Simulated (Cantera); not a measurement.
Feed: 1 mol Cr, 0.89 mol N2, held at 0.0660 bar.

Equilibrium computed with Cantera from the NASA thermochemical tables; the gas is ideal and each condensed phase is pure. Candidate condensed phases: Cr, CrN, Cr2N; 4 gas species. Kinetics and transport are ignored.

Problem. Which condensed phases are stable at each of these points (T (K)): 1300, 1350, 1400, 1450, 1500, 1550, 1600, 1650, 1700, 1750, 1800, 1850?

Solution. 
| T (K) | condensed phases | Cr condensed (%) |
|---|---|---|
| 1300 | Cr2N(s) | 100.0 |
| 1350 | Cr2N(s) | 100.0 |
| 1400 | Cr2N(s) | 100.0 |
| 1450 | Cr2N(s) | 100.0 |
| 1500 | Cr2N(s) | 100.0 |
| 1550 | Cr(s) | 100.0 |
| 1600 | Cr(s) | 100.0 |
| 1650 | Cr(s) | 100.0 |
| 1700 | Cr(s) | 100.0 |
| 1750 | Cr(s) | 99.9 |
| 1800 | Cr(s) | 99.9 |
| 1850 | Cr(s) | 99.8 |

From 1300 K to 1500 K the condensed part is Cr2N(s). From 1550 K to 1850 K the condensed part is Cr(s).
